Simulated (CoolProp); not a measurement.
Vapour-liquid equilibrium of C3F8 (R218) (1) + R134a (2) at -18.95 °C; x and y are mole fractions of (1).

Model: multi-fluid Helmholtz-energy mixture model, Lemmon 2006 and Tillner-Roth 1994; pair parameters Bell 2016, in CoolProp.

Problem. Give the bubble pressure and the first vapour's composition at x = 0.15, 0.25, 0.45. Is there an azeotrope?

Solution. x = 0.15: 207.9 kPa, y = 0.398; x = 0.25: 229.0 kPa, y = 0.487; x = 0.45: 247.3 kPa, y = 0.578. y crosses x between x = 0.65 and 0.75: the model has an azeotrope there.

The pair parameters rest on a limited set of measurements; away from them the model extrapolates.
